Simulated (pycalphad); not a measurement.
Computed with pycalphad from the COST 507 light-alloy database (1999), at 1 atm. The data set is of 1999 and partly superseded. Diffusion is slow at the low end, where real alloys seldom reach equilibrium.

# Al-0.457Si-1.7C (wt.%): equilibrium cooling sequence

```tsv
T (K)	phases above	phases below
930.6	AL4C3 + liquid	AL4C3 + fcc + liquid
927.8	AL4C3 + fcc + liquid	AL4C3 + AL8SIC7 + fcc
```

Changes were sought between steps of 25 K, so a narrower field can be missed. At the top of the range, 1850 K, the alloy is not yet fully liquid: it holds liquid + AL4C3.

Database names, with the compositions (at.%) that they take in these runs: AL4C3: Al 57 C 43; AL8SIC7: Al 50 C 44 Si 6.
